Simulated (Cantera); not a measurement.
Charge: 1 mol Fe(CO)5, 1.4 mol O2, 0.19 mol H2, at 998 K and 0.133 bar.

Cantera equilibrium calculation (NASA polynomials, part measured and part estimated; ideal gas, pure solids and liquids). Candidate condensed phases: C, C6H6, C7H8, C8H18, Fe, Fe(CO)5, FeO, Fe(OH)2, Fe(OH)3, Fe2O3, Fe3O4, H2O; 114 gas species. The tables' stoichiometric FeO is somewhat more stable than real wüstite, so its field is too wide. FeO: taken at fixed stoichiometry. Rates play no part.

Base state: CO 0.626, CO2 0.337, H2 0.0267, H2O 0.00992 (mole fractions); condensed: FeO(s).

Question: What changes in the equilibrium state with this change: O2 from 1.4 to 0.011 mol?

Answer: 
```tsv
species	before	after
CO	0.626	0.898
CO2	0.337	0.0635
H2	0.0267	0.0370
CH4	8.51e-7	1.78e-5
H2O	0.00992	0.00181
FeO(s), mol	1.00	0
C(graphite), mol	0	0.297
Fe(α), mol	0	1.00
```
Condensed phases not in the tables: cementite and carbon dissolved in iron.
